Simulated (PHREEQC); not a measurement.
A PHREEQC input (ion-association model, wateq4f.dat):

```
SOLUTION 1
  temp 20
  units mg/L
  pH 6.5
  pe 11.6
  Na 8.21
  K 0.312
  Ca 20.7
  Mg 0.515
  Cl 21.1
  S(6) 9.03 as SO4
  Alkalinity 41.4 as HCO3
  Li 0.0098
  Sr 1.47
  O(0) 0.0104
  Br 1.8
END
USE solution 3
EQUILIBRIUM_PHASES 1
  Quartz 0 0.5
  CO2(g) -3.4 10
END
```

It stops with these messages:

```
ERROR: Solution 3 not found.
```

The fault: USE names a solution that was never defined. The line should read `USE solution 1` where the input has `USE solution 3`. With the mend the run ends at pH 7.99 and ionic strength 0.00210 mol/kgw.
